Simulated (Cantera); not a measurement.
Charge: 1 mol FeS2, 12 mol H2, 5.6 mol N2, at 802 °C and 37.0 mbar.

Method: chemical equilibrium by Gibbs-energy minimisation in Cantera with the NASA 1993 tables (ideal gas, pure condensed phases). Candidate condensed phases: Fe, FeS, FeS2, S; 16 gas species. FeS: taken at fixed stoichiometry. Equilibrium is a limit: real reactors are often held back by kinetics, nucleation or transport.

Base state: H2 0.625, N2 0.318, H2S 0.0567, S2 5.46e-5 (mole fractions); condensed: FeS(s).

Problem. What changes in the equilibrium state with this change: temperature from 802 °C to 1852 °C?

Solution. 
```
species       before    after
-----------  -------  -------
H2             0.625    0.594
N2             0.318    0.288
Fe             <1e-9   0.0367
H2S           0.0567  0.00936
S2           5.46e-5   0.0365
H            6.03e-8   0.0146
SH           8.95e-6   0.0137
S            1.63e-9  0.00683
FeS(s), mol     1.00        0
Fe(l), mol         0    0.286
```

Problem. What changes in the equilibrium state with this change: FeS2 replaced by V2O3?

Solution. 
```json
[
 {"species": "H2", "before": "0.625", "after": "0.681"},
 {"species": "N2", "before": "0.318", "after": "0.318"},
 {"species": "H2O", "before": "0", "after": "0.00130"},
 {"species": "H2S", "before": "0.0567", "after": "0"},
 {"species": "S2", "before": "5.46e-5", "after": "0"},
 {"species": "FeS(s), mol", "before": "1.00", "after": "0"},
 {"species": "VN(s), mol", "before": "0", "after": "0.0153"},
 {"species": "V2O3(s), mol", "before": "0", "after": "0.992"}
]
```
Mutual solubility and eutectic melting of coexisting phases are not modelled. VN: taken at fixed stoichiometry. Condensed phases not in the tables: the oxides between V2O3 and V2O5 other than VO2, V2N. Further candidate phases: H2O, V, VN, VO, V2O3, V2O4, V2O5.
